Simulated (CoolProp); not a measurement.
Water along the isotherm 1000 K: Z from the reference equation and from simpler models built on Tc = 647.1 K, pc = 22.06 MPa, ω = 0.344; each cubic takes its own stable root.

Model: reference Helmholtz-energy equation of state, Wagner 2002, in CoolProp.

| p (MPa) | phase | reference | van der Waals | Soave-Redlich-Kwong |
|---|---|---|---|---|
| 10 | gas | 0.9742 | 0.9561 | 0.9804 |
| 20 | gas | 0.9483 | 0.9118 | 0.9641 |
| 30 | supercritical | 0.9231 | 0.8684 | 0.9515 |
| 40 | supercritical | 0.8992 | 0.8285 | 0.9430 |
| 50 | supercritical | 0.8774 | 0.7963 | 0.9386 |
| 60 | supercritical | 0.8583 | 0.7766 | 0.9385 |
| 70 | supercritical | 0.8424 | 0.7720 | 0.9425 |
| 80 | supercritical | 0.8300 | 0.7812 | 0.9501 |
| 90 | supercritical | 0.8213 | 0.8009 | 0.9609 |
| 100 | supercritical | 0.8163 | 0.8277 | 0.9747 |
